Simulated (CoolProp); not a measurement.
n-perfluoropentane along the isotherm 232.3 K: Z from the reference equation and from simpler models built on Tc = 421.0 K, pc = 2.063 MPa, ω = 0.436; each cubic takes its own stable root.

Computed with CoolProp (reference Helmholtz-energy equation of state, Gao 2022).

| p (MPa) | phase | reference |
|---|---|---|
| 0.206 | liquid | 0.01702 |
| 0.413 | liquid | 0.03412 |
| 0.619 | liquid | 0.05112 |
| 0.825 | liquid | 0.06810 |
| 1.03 | liquid | 0.08500 |
| 1.24 | liquid | 0.1023 |
| 1.44 | liquid | 0.1188 |
| 1.65 | liquid | 0.1360 |
| 1.86 | liquid | 0.1533 |
| 2.06 | liquid | 0.1697 |
| 2.27 | liquid | 0.1870 |
| 2.48 | liquid | 0.2042 |
| 2.68 | liquid | 0.2206 |
| 2.89 | liquid | 0.2378 |
| 3.09 | liquid | 0.2542 |

Task: How far does each simpler model (van der Waals, Redlich-Kwong, Soave-Redlich-Kwong, Peng-Robinson) lie from the reference over these 15 states: mean and median of the absolute difference, and the worst?

Result: 
- van der Waals: mean 65.3 %, median 65.3 %, worst +67.0 % at 232.3 K and 0.206 MPa
- Redlich-Kwong: mean 12.5 %, median 12.5 %, worst +12.9 % at 232.3 K and 0.206 MPa
- Soave-Redlich-Kwong: mean 7.6 %, median 7.6 %, worst +7.8 % at 232.3 K and 0.206 MPa
- Peng-Robinson: mean 4.3 %, median 4.3 %, worst -4.3 % at 232.3 K and 3.09 MPa
